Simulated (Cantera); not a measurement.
Charge: 1 mol V, 4.7 mol NH3, a varied amount of H2, held at 13000 Pa.

These are equilibrium values from Cantera (NASA tables, ideal gas, pure condensed phases), not measurements of a reactor. Candidate condensed phases: V, VN; 11 gas species. Mutual solubility and eutectic melting of coexisting phases are not modelled. VN: taken at fixed stoichiometry. Condensed phases not in the tables: V2N, N, O or C dissolved in the metal. Kinetics and transport are ignored.

Problem. What condenses at these points (T in K, n(H2) in mol): (1875, 59); (2125, 20); (1975, 180); (2125, 180); (2425, 6.6); (2475, 260); (2025, 20)?

Solution. 
```
T (K)  n(H2) in mol  condensed phases  V condensed (%)
-----  ------------  ----------------  ---------------
1875             59                VN            100.0
2125             20            V + VN             99.7
1975            180            V + VN             99.8
2125            180                 V             98.0
2425            6.6                 V             95.0
2475            260          gas only              0.0
2025             20                VN            100.0
```
